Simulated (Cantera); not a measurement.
A Cantera script and what it prints.

```python
import numpy as np
import cantera as ct

gas_names = """
    F FO FO2 F2 F2O N NF NF2 NF3 NO NO2 NO3 N2 N2O O O2 O3 Si SiF SiF2 SiF3 SiF4 SiN SiO SiO2 Si2 Si2N
    Si3
""".split()
cond_names = """
    Si(cr) Si(L) SiO2(Lqz) SiO2(hqz) SiO2(L) Si2N2O(s) Si3N4(a)
""".split()


# ... load() reads the species with a 1 bar reference pressure and builds the phases ...
atoms = {
    'SiF4': {'Si': 1, 'F': 4},
    'NO': {'N': 1, 'O': 1},
}
top_T = {'Si2N2O(s)': 2100, 'Si3N4(a)': 2400}  # K; cautious upper limits of use, not melting points


# ... equilibrate(T, P, feed) seeds the gas with the atoms and calls Mixture.equilibrate('TP', solver="vcs", rtol=1e-11, max_steps=5000) ...
results = []
feed = {'SiF4': 1, 'NO': 2.1}  # mol
P = 360  # Pa
for T in [525, 625, 725, 825, 925, 1025, 1125, 1225, 1325, 1425, 1525, 1625, 1725, 1825]:
    mix = equilibrate(T, P, feed)
    results.append((T, P, feed, dict(zip(mix.species_names, mix.species_moles))))
    x = sorted(zip(gas.X, gas.species_names), reverse=True)
    print(f"T = {T:g} K  P = {P:g} Pa  gas = {mix.phase_moles(0):.4g} mol")
    print("   x: " + "  ".join(f"{s} {v:.3e}" for v, s in x if v > 1e-05))
    print("   condensed (mol): " + ("  ".join(f"{mix.phase(i).name} {mix.phase_moles(i):.4g}"
          for i in range(1, mix.n_phases) if mix.phase_moles(i) > 1e-12) or "none"))
```

Output:

```
T = 525 K  P = 360 Pa  gas = 3.1 mol
   x: N2 3.387e-01  O2 3.387e-01  SiF4 3.226e-01
   condensed (mol): none
T = 625 K  P = 360 Pa  gas = 3.1 mol
   x: N2 3.387e-01  O2 3.387e-01  SiF4 3.226e-01
   condensed (mol): none
T = 725 K  P = 360 Pa  gas = 3.1 mol
   x: N2 3.387e-01  O2 3.387e-01  SiF4 3.226e-01
   condensed (mol): none
T = 825 K  P = 360 Pa  gas = 3.1 mol
   x: N2 3.387e-01  O2 3.387e-01  SiF4 3.226e-01
   condensed (mol): none
T = 925 K  P = 360 Pa  gas = 3.1 mol
   x: N2 3.387e-01  O2 3.387e-01  SiF4 3.226e-01  NO 1.068e-05
   condensed (mol): SiO2(hqz) 1.203e-11
T = 1025 K  P = 360 Pa  gas = 3.1 mol
   x: N2 3.387e-01  O2 3.387e-01  SiF4 3.226e-01  NO 3.406e-05
   condensed (mol): SiO2(hqz) 3.228e-10
T = 1125 K  P = 360 Pa  gas = 3.1 mol
   x: N2 3.387e-01  O2 3.387e-01  SiF4 3.226e-01  NO 8.837e-05
   condensed (mol): SiO2(hqz) 4.791e-09
T = 1225 K  P = 360 Pa  gas = 3.1 mol
   x: N2 3.386e-01  O2 3.386e-01  SiF4 3.226e-01  NO 1.963e-04
   condensed (mol): SiO2(hqz) 4.491e-08
T = 1325 K  P = 360 Pa  gas = 3.1 mol
   x: N2 3.385e-01  O2 3.385e-01  SiF4 3.226e-01  NO 3.865e-04
   condensed (mol): SiO2(hqz) 2.926e-07
T = 1425 K  P = 360 Pa  gas = 3.1 mol
   x: N2 3.384e-01  O2 3.384e-01  SiF4 3.226e-01  NO 6.918e-04  O 1.345e-05
   condensed (mol): SiO2(hqz) 1.394e-06
T = 1525 K  P = 360 Pa  gas = 3.1 mol
   x: N2 3.381e-01  O2 3.381e-01  SiF4 3.226e-01  NO 1.147e-03  O 5.489e-05
   condensed (mol): SiO2(hqz) 4.997e-06
T = 1625 K  P = 360 Pa  gas = 3.1 mol
   x: N2 3.378e-01  O2 3.377e-01  SiF4 3.225e-01  NO 1.786e-03  O 1.885e-04  F 3.456e-05  SiF3 1.733e-05
   condensed (mol): SiO2(hqz) 1.328e-05
T = 1725 K  P = 360 Pa  gas = 3.101 mol
   x: N2 3.373e-01  O2 3.370e-01  SiF4 3.224e-01  NO 2.640e-03  O 5.615e-04  F 1.069e-04  SiF3 7.623e-05
   condensed (mol): SiO2(L) 2.26e-05
T = 1825 K  P = 360 Pa  gas = 3.103 mol
   x: N2 3.365e-01  O2 3.357e-01  SiF4 3.220e-01  NO 3.734e-03  O 1.484e-03  F 2.972e-04  SiF3 2.797e-04
   condensed (mol): none
```

Method: chemical equilibrium by Gibbs-energy minimisation in Cantera with the NASA 1993 tables (ideal gas, pure condensed phases). The tables' values for SiF3 are old estimates; treat these amounts as uncertain.
